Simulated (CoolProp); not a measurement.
Vapour-liquid equilibrium of R1234ze(E) (1) + n-pentane (2) at 331.7 K; x and y are mole fractions of (1).

The numbers come from the multi-fluid Helmholtz-energy mixture model, Thol 2016 and Thol 2019; pair parameters Bell 2016 in CoolProp.

```tsv
x	bubble pressure (bar)	y at the bubble point	dew pressure at overall composition x (bar)	liquid density (mol/L)
0.05	3.127	0.350	2.165	8.165
0.15	4.981	0.608	2.414	8.241
0.25	6.466	0.712	2.726	8.313
0.35	7.632	0.769	3.127	8.383
0.45	8.556	0.807	3.661	8.452
0.55	9.321	0.837	4.405	8.525
0.65	10.00	0.864	5.499	8.607
0.75	10.66	0.892	7.203	8.706
0.85	11.32	0.927	9.657	8.833
0.95	12.00	0.971	11.70	9.003
```

No azeotrope shows between x = 0.05 and 0.95.

The pair parameters rest on a limited set of measurements; away from them the model extrapolates.
